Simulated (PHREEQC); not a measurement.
Dissolve 0.0093 mol Cu(NO3)2, 0.00054 mol HBF4 and 0.26 mol FeCl3 per kg of water at 25 °C. Closed to the air; pH follows from the charge balance.

Computed with PHREEQC (ion-association model, wateq4f.dat).

- pH = 1.88
- ionic strength = 0.849 mol/kgw
- activity of water = 0.986
- total alkalinity = -522 meq/kg

```tsv
species	molality	activity	log γ
Cl-	0.521	0.318	-0.215
FeCl+2	0.152	0.0272	-0.748
FeCl2+	0.0503	0.0386	-0.115
Fe+3	0.0388	0.00284	-1.136
NO3-	0.0186	0.0106	-0.246
H+	0.0177	0.0133	-0.126
FeOH+2	0.00762	0.00136	-0.748
Cu+2	0.00702	0.00151	-0.667
Fe2(OH)2+4	0.00342	5.00e-5	-1.835
FeF+2	0.00215	0.000385	-0.748
CuCl+	0.00210	0.00129	-0.213
FeCl3	0.00101	0.00123	0.085
```

This is a speciation only: nothing precipitates in the calculation. The solution is supersaturated, for example in Hematite (slow to form), Goethite (slow to form), so a real one may precipitate; this is no full list. Caution: at this ionic strength the ion-association model is outside its range; a Pitzer model would be the better tool where its parameters exist. Real BF4- forms and hydrolyses slowly; the run takes it at equilibrium. Fluoro complexes past AlF4- and FeF3 are missing from the database.
